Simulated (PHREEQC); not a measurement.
0.025 g of hydrous ferric oxide (600 m²/g; 0.2 weak and 0.005 strong sites per Fe, Dzombak-Morel constants, diffuse double layer) in 1 kg of water with 0.005 mol/kgw of an inert sodium salt, at 25 °C; the pH is set by adding NaOH or the inert anion's acid. Oxygen alone is held at its pressure in air (log pO2 = -0.68). No CO2 enters from the air. Nothing may precipitate in this run.

Equilibrium calculation in PHREEQC: ion-association model, wateq4f.dat.

```tsv
pH	surface charge σ (C/m²)	surface potential ψ (mV)
4	0.182	194
4.5	0.131	?
5	0.090	158
5.5	0.059	137
6	?	114
6.5	0.023	89
7	0.013	62
7.5	0.006	34
8	0.001	?
8.5	-0.004	-22
9	-0.009	?
9.5	-0.018	-77
10	-0.030	-103
```

### Question
Some entries are withheld; supply them.

### Answer

- 4.5, surface potential ψ (mV): 177
- 6, surface charge σ (C/m²): 0.037
- 8, surface potential ψ (mV): 6
- 9, surface potential ψ (mV): -50

Species that the database lacks are ignored.
